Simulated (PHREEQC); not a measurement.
Consider water at 25 °C with 1.1 mmol/kgw NaBr, 0.0594 mmol/kgw SrCl2 and 0.093 mmol/kgw MgCl2. It is in equilibrium with CO2 at log p = -3.4 (atm). Otherwise closed; pH follows from the charge balance.

Model: Pitzer model, pitzer.dat, run in PHREEQC.

Problem. The ionic strength comes out as 0.00156 mol/kgw. What activity coefficients do Mg+2, Cl-, Na+, HCO3-, H+ get?

Solution. Mg+2 0.84, Cl- 0.96, Na+ 0.96, HCO3- 0.97, H+ 0.96. Single-ion values are on the MacInnes scale.

Precipitation was switched off in this run.
